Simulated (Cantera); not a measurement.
A perfectly stirred reactor is fed with 6.28 % C3H8, 19.6 % O2, 74.1 % N2, at 2.76 atm; it is adiabatic with a 450 K inlet, and is followed from long to short residence time, starting on the burning branch (τ in s: 0.025, 0.016, 0.0099, 0.0062, 0.0039, 0.0024, 0.0015, 0.00096, 0.0006, 0.00038, 0.00024, 0.00015, 9.4e-05).

Model: GRI-Mech 3.0 (53 species, 325 reactions), integrated in Cantera. GRI-Mech 3.0 was tuned for natural gas; its chemistry of propane as a main component is partial and can be far from experiment.

Question: Predict: blow-out, bracketed by the residence times tried; x(C3H8) at τ = 25.0 ms; x(O2) at τ = 25.0 ms; x(CH4) at τ = 25.0 ms; x(C2H2) at τ = 25.0 ms; x(C3H8) at τ = 1.50 ms; x(O2) at τ = 1.50 ms; x(CH4) at τ = 1.50 ms; x(NO2) at τ = 1.50 ms; x(C2H2) at τ = 1.50 ms.

Answer: 
```
Item                                                                             Value
------------------------------------------------  ------------------------------------
blow-out, bracketed by the residence times tried  burning at 0.240 ms, out at 0.150 ms
x(C3H8) at τ = 25.0 ms                                                         1.82e-6
x(O2) at τ = 25.0 ms                                                          0.000338
x(CH4) at τ = 25.0 ms                                                          0.00149
x(C2H2) at τ = 25.0 ms                                                         0.00232
x(C3H8) at τ = 1.50 ms                                                         2.31e-5
x(O2) at τ = 1.50 ms                                                           0.00271
x(CH4) at τ = 1.50 ms                                                          0.00265
x(NO2) at τ = 1.50 ms                                                          1.44e-9
x(C2H2) at τ = 1.50 ms                                                         0.00560
```
